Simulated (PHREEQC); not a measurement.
Consider water at 25 °C with 0.48 mmol/kgw CaSO4, 0.064 mmol/kgw NaHCO3 and 2.2 mmol/kgw KCl. Closed to the air; pH follows from the charge balance.

Model: ion-association model, wateq4f.dat, run in PHREEQC.

This is a speciation only: nothing precipitates in the calculation.

Task: Estimate the pH.

Result: pH 7.96.

Task: In which forms is Ca present?

Result: Ca+2 95 %, CaSO4 5.0 % of the Ca.
